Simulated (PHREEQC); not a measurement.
Dissolve 0.0089 mol/kgw TMAH, 3.6e-05 mol/kgw Cs2SO4 and 0.0044 mol/kgw SrCl2 at 55 °C. Closed to the air; pH follows from the charge balance.

All values are PHREEQC results (ion-association model, wateq4f.dat), not measurements.

The pH is 11.03. The ionic strength comes out as 0.0221 mol/kgw. The total alkalinity comes out as 8.90 meq/kg.

```tsv
species	molality	activity	log γ
(CH3)4N+	0.00890	0.00763	-0.067
OH-	0.00888	0.00759	-0.068
Cl-	0.00880	0.00752	-0.068
Sr+2	0.00438	0.00245	-0.252
Cs+	7.20e-5	6.18e-5	-0.066
SO4-2	2.64e-5	1.46e-5	-0.258
SrOH+	1.56e-5	1.35e-5	-0.064
SrSO4	9.55e-6	9.60e-6	0.002
```

Precipitation was switched off in this run. (CH3)4N+ isn't in the database: it is added as a free cation with an ion size of 4 Å. At this temperature some constants are extrapolated from 25 °C, and those without enthalpy data are left unchanged.
